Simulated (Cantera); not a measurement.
An adiabatic, constant-pressure homogeneous reactor starts with 14.1 % CH3OH, 9.64 % O2, 76.2 % N2, equivalence ratio 2.2, at 1223 K and 1.00 bar.

Cantera simulation using GRI-Mech 3.0 (53 species, 325 reactions); the numbers are that mechanism's predictions, not measurements. GRI-Mech 3.0 was tuned for natural gas; its chemistry of methanol as a main component is partial and can be far from experiment.

### Question
Predict: time of steepest temperature rise; temperature at 0.100 s; equilibrium temperature; x(O2) at 0.100 s; x(H2) at 0.100 s; x(NO) at 0.100 s.

### Answer
| Quantity | Result |
|---|---|
| time of steepest temperature rise | 6.55 ms |
| temperature at 0.100 s | 1993 K |
| equilibrium temperature | 1993 K |
| x(O2) at 0.100 s | 1.33e-7 (gas-phase equilibrium 1.33e-7) |
| x(H2) at 0.100 s | 0.102 (gas-phase equilibrium 0.102) |
| x(NO) at 0.100 s | 3.15e-6 (gas-phase equilibrium 5.42e-6) |
